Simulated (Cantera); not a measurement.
An isothermal, constant-pressure homogeneous reactor starts with 12.8 % NH₃, 87.2 % N₂, at 2173 K and 20.0 Torr.

Detailed kinetics in Cantera: the gas-phase N/H chemistry of the illustrative SiF4/NH3 mechanism in the Surface Chemkin manual (1991). Walls and surfaces, which speed up NH3 decomposition in real reactors, are not modelled.

x: mole fraction; the columns are a selection and need not sum to one.

```json
[
 {"t (s)": "2.00e-6", "x NH₃": "0.128", "x H₂": "4.12e-8", "x N₂H₂": "<1e-12", "x N": "<1e-12", "x N₂": "0.872", "x H": "3.68e-7"},
 {"t (s)": "1.78e-5", "x NH₃": "0.128", "x H₂": "2.03e-6", "x N₂H₂": "8.26e-12", "x N": "<1e-12", "x N₂": "0.872", "x H": "1.62e-6"},
 {"t (s)": "0.000159", "x NH₃": "0.128", "x H₂": "3.07e-5", "x N₂H₂": "[?]", "x N": "7.08e-11", "x N₂": "0.872", "x H": "1.90e-6"},
 {"t (s)": "0.00142", "x NH₃": "0.128", "x H₂": "0.000338", "x N₂H₂": "[?]", "x N": "3.04e-8", "x N₂": "0.872", "x H": "3.17e-6"},
 {"t (s)": "0.0126", "x NH₃": "0.119", "x H₂": "0.0116", "x N₂H₂": "[?]", "x N": "1.21e-6", "x N₂": "0.868", "x H": "4.68e-5"},
 {"t (s)": "0.113", "x NH₃": "0.0612", "x H₂": "0.0885", "x N₂H₂": "[?]", "x N": "4.59e-6", "x N₂": "0.850", "x H": "0.000262"},
 {"t (s)": "1.01", "x NH₃": "0.000688", "x H₂": "0.169", "x N₂H₂": "[?]", "x N": "3.32e-6", "x N₂": "0.829", "x H": "0.00167"},
 {"t (s)": "8.97", "x NH₃": "3.90e-8", "x H₂": "0.164", "x N₂H₂": "<1e-12", "x N": "7.48e-8", "x N₂": "0.825", "x H": "0.0118"},
 {"t (s)": "80.0", "x NH₃": "2.47e-8", "x H₂": "0.163", "x N₂H₂": "<1e-12", "x N": "4.98e-8", "x N₂": "0.825", "x H": "0.0120"}
]
```

Q: What belongs in the gaps?

A: 
- 0.000159, x N₂H₂: 2.35e-9
- 0.00142, x N₂H₂: 3.34e-7
- 0.0126, x N₂H₂: 2.79e-6
- 0.113, x N₂H₂: 1.09e-6
- 1.01, x N₂H₂: 5.68e-9
